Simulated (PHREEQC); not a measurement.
Dissolve 0.0045 mol HBr, 0.0015 mol AlCl3 and 0.0013 mol MgCl2 per kg of water at 25 °C. Closed to the air; pH follows from the charge balance.

Model: ion-association model, phreeqc.dat, run in PHREEQC.

pH: 2.40
ionic strength: 0.0174 mol/kgw
specific conductance: 2580 µS/cm
total alkalinity: -4.50 meq/kg

| species | molality | activity | log γ |
|---|---|---|---|
| Cl- | 0.00710 | 0.00622 | -0.058 |
| H+ | 0.00450 | 0.00403 | -0.048 |
| Br- | 0.00450 | 0.00392 | -0.060 |
| Al+3 | 0.00150 | 0.000549 | -0.436 |
| Mg+2 | 0.00130 | 0.000795 | -0.214 |
| AlOH+2 | 2.24e-6 | 1.35e-6 | -0.218 |
| Al(OH)2+ | 2.99e-9 | 2.64e-9 | -0.055 |

No solid was allowed to form.
